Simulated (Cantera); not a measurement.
# Si + HCl + H₂ + Cl₂ (silicon etching in halogen gases)

A closed system holds: 1 mol Si, 21 mol HCl, 5.2 mol H₂, 0.82 mol Cl₂, at 1650 K and 100000 Pa.

Method: chemical equilibrium by Gibbs-energy minimisation in Cantera with the NASA 1993 tables (ideal gas, pure condensed phases). Candidate condensed phases: Si; 19 gas species. The tables' values for SiCl₃ are old estimates; treat these amounts as uncertain. Equilibrium is a limit: real reactors are often held back by kinetics, nucleation or transport.

```json
{
 "x(HCl)": "0.728",
 "x(H₂)": "0.234",
 "x(SiCl₄)": "0.0249",
 "x(SiCl₃)": "0.00724",
 "x(SiCl₂)": "0.00462",
 "x(SiHCl₃)": "0.00134",
 "x(Cl)": "0.000107",
 "x(H)": "4.39e-5",
 "x(SiH₂Cl₂)": "1.23e-5",
 "gas_amount": "26.24 mol",
 "log10 activity of Si(s) (absent)": "-3.24"
}
```
